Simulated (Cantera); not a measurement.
A diamond (100) surface in a fixed gas of H2 with x(CH4) = 0.0035, x(H) = 0.0006, at 1325 K, 2600 Pa; coverages are run to steady state.

Computed with Cantera and the Harris–Goodwin 1993 mechanism for the reconstructed diamond (100) surface.

θ: site fractions in the mechanism's names (c6HH fully hydrogenated, c6H* and c6*H radical sites, c6** diradical, c6HM methylated).

```csv
x(CH3),growth (µm/h),θ c6HH,θ c6H*,θ c6*H,θ c6**,θ c6HM
1e-06,0.00113,0.453,0.0466,0.478,0.0227,(withheld)
2.5e-06,0.00282,0.453,0.0466,0.478,0.0227,(withheld)
6.2e-06,0.00699,0.453,0.0466,0.478,0.0227,(withheld)
1.5e-05,0.0169,0.453,0.0466,0.478,0.0226,(withheld)
3.8e-05,0.0427,0.453,0.0466,0.478,0.0226,(withheld)
9.4e-05,0.105,0.452,0.0466,0.478,0.0224,(withheld)
0.00023,0.253,0.452,0.0465,0.477,0.0221,(withheld)
0.00058,0.615,0.451,0.0464,0.476,0.0213,(withheld)
0.0014,1.37,0.450,0.0462,0.474,0.0196,(withheld)
```

Question: Fill in the missing entries.

Answer: 
- 1e-06, θ c6HM: 5.15e-7
- 2.5e-06, θ c6HM: 1.29e-6
- 6.2e-06, θ c6HM: 3.19e-6
- 1.5e-05, θ c6HM: 7.72e-6
- 3.8e-05, θ c6HM: 1.95e-5
- 9.4e-05, θ c6HM: 4.83e-5
- 0.00023, θ c6HM: 0.000118
- 0.00058, θ c6HM: 0.000295
- 0.0014, θ c6HM: 0.000699
